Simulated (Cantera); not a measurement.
Reactions in the system C-H-Ti

Source: NASA polynomial tables (part measured, part estimated), evaluated in Cantera. Values are per mole of reaction as written; species without (g) are pure solids or liquids, kept so even where they would boil at 1 bar. TiC: taken at fixed stoichiometry.

C₂H₆(g) + 4 TiC → 4 Ti + 3 C₂H₂(g)

```json
[
 {"T (K)": "1150", "ΔH° (kJ)": "1517.7", "ΔS° (J/K)": "423.5", "ΔG° (kJ)": "1030.6", "log10 K": "-46.81", "condensed phases": "TiC(s), Ti(α)"},
 {"T (K)": "1350", "ΔH° (kJ)": "1530.8", "ΔS° (J/K)": "435.0", "ΔG° (kJ)": "943.5", "log10 K": "-36.51", "condensed phases": "TiC(s), Ti(β)"},
 {"T (K)": "1550", "ΔH° (kJ)": "1529.5", "ΔS° (J/K)": "434.1", "ΔG° (kJ)": "856.6", "log10 K": "-28.87", "condensed phases": "TiC(s), Ti(β)"},
 {"T (K)": "1750", "ΔH° (kJ)": "1529.6", "ΔS° (J/K)": "434.1", "ΔG° (kJ)": "769.8", "log10 K": "-22.98", "condensed phases": "TiC(s), Ti(β)"},
 {"T (K)": "1950", "ΔH° (kJ)": "1589.7", "ΔS° (J/K)": "465.1", "ΔG° (kJ)": "682.8", "log10 K": "-18.29", "condensed phases": "TiC(s), Ti(l)"},
 {"T (K)": "2150", "ΔH° (kJ)": "1596.3", "ΔS° (J/K)": "468.3", "ΔG° (kJ)": "589.4", "log10 K": "-14.32", "condensed phases": "TiC(s), Ti(l)"},
 {"T (K)": "2350", "ΔH° (kJ)": "1601.6", "ΔS° (J/K)": "470.7", "ΔG° (kJ)": "495.5", "log10 K": "-11.01", "condensed phases": "TiC(s), Ti(l)"},
 {"T (K)": "2550", "ΔH° (kJ)": "1605.3", "ΔS° (J/K)": "472.2", "ΔG° (kJ)": "401.2", "log10 K": "-8.22", "condensed phases": "TiC(s), Ti(l)"},
 {"T (K)": "2750", "ΔH° (kJ)": "1607.6", "ΔS° (J/K)": "473.1", "ΔG° (kJ)": "306.6", "log10 K": "-5.82", "condensed phases": "TiC(s), Ti(l)"},
 {"T (K)": "2950", "ΔH° (kJ)": "1608.4", "ΔS° (J/K)": "473.4", "ΔG° (kJ)": "212.0", "log10 K": "-3.75", "condensed phases": "TiC(s), Ti(l)"}
]
```
